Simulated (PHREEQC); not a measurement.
**Nickel, zinc or cadmium bath: an equilibrium model**

Dissolve 12 mmol/kgw CdCl2 and 0.572 mmol/kgw NiCl2 at 25 °C. Closed to the air; pH follows from the charge balance.

The numbers come from PHREEQC with the ion-association model, wateq4f.dat.

The pH comes out as 5.84 and the ionic strength is 0.0252 mol/kgw.

```json
[
 {"species": "Cl-", "molality": "0.0187", "activity": "0.0160", "log γ": "-0.068"},
 {"species": "Cd+2", "molality": "0.00593", "activity": "0.00323", "log γ": "-0.264"},
 {"species": "CdCl+", "molality": "0.00574", "activity": "0.00493", "log γ": "-0.066"},
 {"species": "Ni+2", "molality": "0.000557", "activity": "0.000303", "log γ": "-0.264"},
 {"species": "CdCl2", "molality": "0.000327", "activity": "0.000329", "log γ": "0.003"},
 {"species": "NiCl+", "molality": "1.42e-5", "activity": "1.22e-5", "log γ": "-0.066"},
 {"species": "CdCl3-", "molality": "3.87e-6", "activity": "3.32e-6", "log γ": "-0.066"},
 {"species": "H+", "molality": "1.66e-6", "activity": "1.46e-6", "log γ": "-0.055"},
 {"species": "CdOHCl", "molality": "1.39e-6", "activity": "1.40e-6", "log γ": "0.003"},
 {"species": "NiCl2", "molality": "7.04e-7", "activity": "7.08e-7", "log γ": "0.003"},
 {"species": "CdOH+", "molality": "2.14e-7", "activity": "1.84e-7", "log γ": "-0.066"}
]
```

Precipitation was switched off in this run.
